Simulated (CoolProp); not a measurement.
The fluid at 298.15 K and 0.0557 MPa expands adiabatically to 0.0308 MPa with isentropic efficiency 1. The same conditions are run with several fluids, on thermodynamics alone (safety and materials aside).

Model: reference Helmholtz-energy equation of state of each fluid (R1336mzz(Z): McLinden 2020; hydrogen sulfide: Lemmon 2006; R143a: Lemmon and Jacobsen 2000; R21: Platzer 1990; R142b: Lemmon 2006), in CoolProp. The equations of Platzer and Polt are older, rougher fits.

**Question.** Rank R1336mzz(Z), hydrogen sulfide, R143a, R21, R142b by work (kJ/kg), highest first.

**Answer.** hydrogen sulfide (40.0), R143a (16.8), R142b (14.0), R21 (13.5), R1336mzz(Z) (8.56)

```tsv
fluid	final temperature (K)	final density (kg/m³)
R1336mzz(Z)	287.0	2.16
hydrogen sulfide	257.8	0.492
R143a	279.3	1.12
R21	274.2	1.41
R142b	280.4	1.34
```
